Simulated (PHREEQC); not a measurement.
Solution (60 °C): 0.00036 mol/kgw PbCl2 and 0.000306 mol/kgw NaNO3. Closed to the air; pH follows from the charge balance.

Model: ion-association model, phreeqc.dat, run in PHREEQC.

The pH is 5.62, the ionic strength comes out as 0.00135 mol/kgw and the specific conductance is 256 µS/cm.

| species | molality | activity | log γ |
|---|---|---|---|
| Cl- | 0.000703 | 0.000672 | -0.019 |
| Pb+2 | 0.000339 | 0.000284 | -0.076 |
| Na+ | 0.000306 | 0.000293 | -0.019 |
| NO3- | 0.000305 | 0.000291 | -0.019 |
| PbCl+ | 1.73e-5 | 1.65e-5 | -0.019 |
| H+ | 2.49e-6 | 2.39e-6 | -0.018 |
| PbOH+ | 2.43e-6 | 2.32e-6 | -0.019 |
| PbNO3+ | 1.28e-6 | 1.22e-6 | -0.019 |

This is a speciation only: nothing precipitates in the calculation. The solution is supersaturated, for example in Pb(OH)2, so a real one may precipitate; this is no full list. Complexes and solids missing from the database can't appear. At this temperature some constants are extrapolated from 25 °C, and those without enthalpy data are left unchanged.
